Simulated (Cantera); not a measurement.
A Cantera script and what it prints.

```python
import numpy as np
import cantera as ct

gas_names = """
    C CH CH2 CH3 CH2OH CH3O CH4 CH3OH CO CO2 COOH C2 C2H CHCO,ketyl C2H2,acetylene C2H2,vinylidene
    CH2CO,ketene C2H3,vinyl CH3CO,acetyl C2H4 C2H4O,ethylen CH3CHO,ethanal CH3COOH (HCOOH)2 C2H5 C2H6
    CH3OCH3 C2H5OH C2O C3 C3H3,propargyl C3H4,allene C3H4,propyne C3H4,cyclo- C3H5,allyl C3H6,propylene
    C3H6,cyclo- C3H6O C3H7,n-propyl C3H7,i-propyl C3H8 C3H8O,1propanol C3H8O,2propanol C3O2 C4 C4H2
    C4H4,1,3-cyclo- C4H6,butadiene C4H6,2-butyne C4H6,cyclo- C4H8,1-butene C4H8,cis2-buten
    C4H8,tr2-butene C4H8,isobutene C4H8,cyclo- (CH3COOH)2 C4H9,n-butyl C4H9,i-butyl C4H9,s-butyl
    C4H9,t-butyl C4H10,isobutane C4H10,n-butane C5 C5H6,1,3cyclo- C5H8,cyclo- C5H10,1-pentene
    C5H10,cyclo- C5H11,pentyl C5H11,t-pentyl C5H12,n-pentane C5H12,i-pentane CH3C(CH3)2CH3 C6H2
    C6H5,phenyl C6H5O,phenoxy C6H6 C6H5OH,phenol C6H10,cyclo- C6H12,1-hexene C6H12,cyclo- C6H13,n-hexyl
    C7H7,benzyl C7H8 C7H8O,cresol C7H14,1-heptene C7H15,n-heptyl C7H16,n-heptane C8H8,styrene
    C8H10,ethylbenz C8H16,1-octene C8H17,n-octyl C8H18,isooctane C8H18,n-octane C9H19,n-nonyl
    C10H8,naphthale C10H21,n-decyl C12H9,o-bipheny C12H10,bipheny Fe FeC5O5 FeO Fe(OH)2 H HCO HO2 H2
    HCHO,formaldehy HCOOH H2O H2O2 O OH O2 O3
""".split()
cond_names = """
    C(gr) C6H6(L) C7H8(L) C8H18(L),n-octa Fe(a) Fe(c) Fe(d) Fe(L) FeC5O5(L) FeO(s) FeO(L) Fe(OH)2(s)
    Fe(OH)3(s) Fe2O3(s) Fe3O4(s) H2O(s) H2O(L)
""".split()


def load(file, names, dense=False):
    # The tables refer to 1 bar. Condensed volumes are neglected.
    table = {s.name: s for s in ct.Species.list_from_file(file)}
    out = []
    for n in names:
        d = dict(table[n].input_data)
        d["thermo"] = dict(d["thermo"], **{"reference-pressure": 1e5})
        if dense:
            d["equation-of-state"] = {"model": "constant-volume", "density": "1e6 g/cm^3"}
        out.append(ct.Species.from_dict(d))
    return out


gas = ct.Solution(thermo="ideal-gas", species=load("nasa_gas.yaml", gas_names))
cond = {s.name: ct.Solution(thermo="fixed-stoichiometry", species=[s], name=s.name)
        for s in load("nasa_condensed.yaml", cond_names, dense=True)}
atoms = {
    'Fe(CO)5': {'Fe': 1, 'C': 5, 'O': 5},
    'H2': {'H': 2},
}
top_T = {'C(gr)': 4500, 'Fe2O3(s)': 1830, 'Fe3O4(s)': 1870}  # K; cautious upper limits of use, not melting points


def equilibrate(T, P, feed):
    n = {}
    for name, mol in feed.items():
        for a, k in atoms[name].items():
            n[a] = n.get(a, 0.0) + k * mol
    gas.TPX = T, P, n
    mass = sum(n.values()) * gas.mean_molecular_weight
    gas.equilibrate("TP")
    valid = [c for c in cond.values() if c.min_temp <= T <= top_T.get(c.name, c.max_temp)]
    mix = ct.Mixture([(gas, mass / gas.mean_molecular_weight)] + [(c, 0.0) for c in valid])
    mix.T, mix.P = T, P
    mix.equilibrate("TP", solver="gibbs", rtol=1e-10, max_steps=50000)
    return mix


results = []
feed = {'Fe(CO)5': 1, 'H2': 10}  # mol
P = 133.322  # Pa
for T in [950, 1000, 1050, 1100, 1150, 1200, 1250, 1300, 1350, 1400, 1450]:
    mix = equilibrate(T, P, feed)
    results.append((T, P, feed, dict(zip(mix.species_names, mix.species_moles))))
    x = sorted(zip(gas.X, gas.species_names), reverse=True)
    print(f"T = {T:g} K  P = {P:g} Pa  gas = {mix.phase_moles(0):.4g} mol")
    print("   x: " + "  ".join(f"{s} {v:.3e}" for v, s in x if v > 1e-06))
    print("   condensed (mol): " + ("  ".join(f"{mix.phase(i).name} {mix.phase_moles(i):.4g}"
          for i in range(1, mix.n_phases) if mix.phase_moles(i) > 1e-12) or "none"))
```

Output:

```
T = 950 K  P = 133.322 Pa  gas = 14.99 mol
   x: H2 6.666e-01  CO 3.328e-01  H2O 2.762e-04  CO2 2.470e-04  CH4 9.930e-05
   condensed (mol): C(gr) 0.006355  Fe(a) 1
T = 1000 K  P = 133.322 Pa  gas = 15 mol
   x: H2 6.666e-01  CO 3.331e-01  H2O 1.170e-04  CO2 8.393e-05  CH4 5.657e-05
   condensed (mol): C(gr) 0.002165  Fe(a) 1
T = 1050 K  P = 133.322 Pa  gas = 15 mol
   x: H2 6.666e-01  CO 3.333e-01  H2O 5.376e-05  CH4 3.392e-05  CO2 3.165e-05
   condensed (mol): C(gr) 0.0007721  Fe(a) 1
T = 1100 K  P = 133.322 Pa  gas = 15 mol
   x: H2 6.666e-01  CO 3.333e-01  H2O 2.650e-05  CH4 2.127e-05  CO2 1.307e-05
   condensed (mol): C(gr) 0.0002743  Fe(a) 1
T = 1150 K  P = 133.322 Pa  gas = 15 mol
   x: H2 6.666e-01  CO 3.333e-01  H2O 1.389e-05  CH4 1.387e-05  CO2 5.843e-06  H 1.668e-06
   condensed (mol): C(gr) 8.723e-05  Fe(a) 1
T = 1200 K  P = 133.322 Pa  gas = 15 mol
   x: H2 6.666e-01  CO 3.333e-01  CH4 9.360e-06  H2O 7.688e-06  H 4.413e-06  CO2 2.800e-06
   condensed (mol): C(gr) 1.482e-05  Fe(c) 1
T = 1250 K  P = 133.322 Pa  gas = 15 mol
   x: H2 6.666e-01  CO 3.333e-01  H 1.081e-05  CH4 6.048e-06  H2O 4.806e-06  CO2 1.535e-06
   condensed (mol): Fe(c) 1
T = 1300 K  P = 133.322 Pa  gas = 15 mol
   x: H2 6.666e-01  CO 3.333e-01  H 2.474e-05  CH4 3.773e-06  H2O 3.335e-06
   condensed (mol): Fe(c) 1
T = 1350 K  P = 133.322 Pa  gas = 15 mol
   x: H2 6.666e-01  CO 3.333e-01  H 5.329e-05  Fe 3.224e-06  H2O 2.482e-06  CH4 2.336e-06
   condensed (mol): Fe(c) 1
T = 1400 K  P = 133.322 Pa  gas = 15 mol
   x: H2 6.666e-01  CO 3.333e-01  H 1.088e-04  Fe 1.149e-05  H2O 1.993e-06  CH4 1.417e-06
   condensed (mol): Fe(c) 0.9998
T = 1450 K  P = 133.322 Pa  gas = 15 mol
   x: H2 6.665e-01  CO 3.333e-01  H 2.115e-04  Fe 3.743e-05  H2O 1.708e-06
   condensed (mol): Fe(c) 0.9994
```

Cantera equilibrium calculation (NASA polynomials, part measured and part estimated; ideal gas, pure solids and liquids). Condensed phases not in the tables: cementite and carbon dissolved in iron.
